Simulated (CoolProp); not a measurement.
Vapour pressure (MPa) of n-perfluorobutane: the reference equation beside estimates from Tc = 113.2 °C, pc = 2.322 MPa, ω = 0.372.

Model: reference Helmholtz-energy equation of state, Gao 2022, in CoolProp.

| T (°C) | reference | Lee-Kesler | van der Waals | Soave-Redlich-Kwong | Peng-Robinson |
|---|---|---|---|---|---|
| -24.75 | 0.03663 | 0.03657 | 0.2974 | 0.03667 | 0.03721 |
| -17.35 | 0.05229 | 0.05223 | 0.3484 | 0.05228 | 0.05274 |
| -9.95 | 0.07283 | 0.07282 | 0.4049 | 0.07280 | 0.07307 |
| -2.55 | 0.09921 | 0.09931 | 0.4671 | 0.09923 | 0.09919 |
| 4.75 | 0.1320 | 0.1323 | 0.5342 | 0.1322 | 0.1317 |
| 12.15 | 0.1732 | 0.1737 | 0.6084 | 0.1737 | 0.1725 |
| 19.55 | 0.2235 | 0.2244 | 0.6889 | 0.2246 | 0.2226 |
| 26.95 | 0.2844 | 0.2856 | 0.7759 | 0.2863 | 0.2832 |
| 34.35 | 0.3569 | 0.3586 | 0.8697 | 0.3602 | 0.3559 |
| 41.75 | 0.4426 | 0.4448 | 0.9703 | 0.4478 | 0.4420 |
| 49.15 | 0.5429 | 0.5456 | 1.078 | 0.5505 | 0.5431 |

Absolute difference from the reference over all 11 rows, mean and median: Lee-Kesler 0.3 and 0.3 %, van der Waals 309.4 and 251.3 %, Soave-Redlich-Kwong 0.5 and 0.3 %, Peng-Robinson 0.4 and 0.3 %.
